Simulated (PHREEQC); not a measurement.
Make-up at 65 °C: 63 mmol/kgw ZnCl2. Closed to the air; pH follows from the charge balance.

Computed with PHREEQC (ion-association model, wateq4f.dat).

This is a speciation only: nothing precipitates in the calculation.

Q: Estimate the pH.

A: pH 4.78.

Q: In which forms is Zn present?

A: Zn+2 68 %, ZnCl+ 30 %, ZnCl2 1.9 % of the Zn.

At this temperature some constants are extrapolated from 25 °C, and those without enthalpy data are left unchanged.
